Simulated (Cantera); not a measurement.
A closed system holds: 1 mol FeCl₃, 1.2 mol HCl, 92 mol H₂, equilibrated at 1975 K and 37000 Pa.

These are equilibrium values from Cantera (NASA tables, ideal gas, pure condensed phases), not measurements of a reactor. Candidate condensed phases: Fe, FeCl₂, FeCl₃; 11 gas species. The numbers say what is thermodynamically allowed, not how fast it happens.

Base state: H₂ 0.955, HCl 0.0400, H 0.00220, FeCl₂ 0.00210, Fe 0.000742, Cl 6.88e-5 (mole fractions); condensed: Fe(l).

Problem. What changes in the equilibrium state with this change: HCl from 1.2 to 0.062 mol?

Solution. 
```tsv
species	before	after
H₂	0.955	0.966
HCl	0.0400	0.0302
H	0.00220	0.00221
FeCl₂	0.00210	0.00119
Cl	6.88e-5	5.17e-5
Fe	0.000742	0.000742
Fe(l), mol	0.730	0.819
```
